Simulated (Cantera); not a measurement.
Input (Python, Cantera) and output of one run.

```python
import numpy as np
import cantera as ct

gas_names = """
    Fe FeO Fe(OH)2 H HO2 H2 H2O H2O2 H2S H2SO4 O OH O2 O3 S SH SO SO2 SO3 S2 S2O S8
""".split()
cond_names = """
    Fe(a) Fe(c) Fe(d) Fe(L) FeO(s) FeO(L) Fe(OH)2(s) Fe(OH)3(s) FeS(a) FeS(b) FeS(c) FeS(L) FeSO4(s)
    FeS2(s) Fe2O3(s) Fe2S3O12(s) Fe3O4(s) H2O(s) H2O(L) H2SO4(L) S(cr1) S(cr2) S(L)
""".split()


# ... load() reads the species with a 1 bar reference pressure and builds the phases ...
atoms = {
    'FeS2': {'Fe': 1, 'S': 2},
    'SO2': {'S': 1, 'O': 2},
    'H2O': {'H': 2, 'O': 1},
    'O2': {'O': 2},
}
top_T = {'FeSO4(s)': 950, 'FeS2(s)': 1010, 'Fe2O3(s)': 1830, 'Fe2S3O12(s)': 1100, 'Fe3O4(s)': 1870}  # K; cautious upper limits of use, not melting points


# ... equilibrate(T, P, feed) seeds the gas with the atoms and calls Mixture.equilibrate('TP', solver="vcs", rtol=1e-11, max_steps=5000) ...
results = []
T = 1398  # K
P = 71000  # Pa
for m in [0.35, 0.43, 0.53, 0.65, 0.79, 0.98, 1.2, 1.5, 1.8, 2.2]:
    feed = {'FeS2': 1, 'SO2': m, 'H2O': 5.5, 'O2': 0.19}  # mol
    mix = equilibrate(T, P, feed)
    results.append((T, P, feed, dict(zip(mix.species_names, mix.species_moles))))

top = {s: max(r[3][s] / sum(r[3][g] for g in gas_names) for r in results) for s in gas_names}
cols = sorted((s for s in top if top[s] > 0.001), key=lambda s: -top[s])[:8]
seen = [c for c in cond_names if any(r[3].get(c, 0) > 1e-12 for r in results)]
print("log10 of partial pressures in bar; condensed amounts in mol")
print(f"{'n(SO2)':>10s}" + "".join(f"{s[:9]:>10s}" for s in cols + seen))
for T, P, feed, n in results:
    ng = sum(n[g] for g in gas_names)
    print(f"{feed['SO2']:10.4g}" + "".join(f"{np.log10(max(n[s] / ng * P / 1e5, 1e-99)):10.3f}" for s in cols)
          + "".join(f"{n.get(c, 0):10.4g}" for c in seen))
```

Output:

```
log10 of partial pressures in bar; condensed amounts in mol
    n(SO2)       H2O       SO2        S2        H2       H2S       S2O        SO    FeO(s)    FeS(c)
      0.35    -0.251    -1.090    -1.660    -1.632    -1.671    -3.082    -3.334         0         1
      0.43    -0.255    -1.055    -1.654    -1.652    -1.689    -3.059    -3.315         0         1
      0.53    -0.261    -1.014    -1.647    -1.676    -1.710    -3.034    -3.293         0         1
      0.65    -0.267    -0.971    -1.642    -1.703    -1.733    -3.009    -3.270         0         1
      0.79    -0.275    -0.927    -1.638    -1.732    -1.760    -2.983    -3.247         0         1
      0.98    -0.285    -0.876    -1.635    -1.767    -1.794    -2.955    -3.221         0         1
       1.2    -0.297    -0.825    -1.634    -1.804    -1.830    -2.929    -3.195         0         1
       1.5    -0.314    -0.771    -1.602    -1.840    -1.851    -2.879    -3.160   0.03805    0.9619
       1.8    -0.331    -0.727    -1.573    -1.872    -1.867    -2.835    -3.131   0.07953    0.9204
       2.2    -0.353    -0.679    -1.540    -1.909    -1.889    -2.786    -3.098    0.1342    0.8658
```

These are equilibrium values from Cantera (NASA tables, ideal gas, pure condensed phases), not measurements of a reactor. Metal and sulfide melt together well below either melting point, which pure phases cannot show. Mutual solubility and eutectic melting of coexisting phases are not modelled. The tables' stoichiometric FeO is somewhat more stable than real wüstite, so its field is too wide. FeO, FeS: taken at fixed stoichiometry.
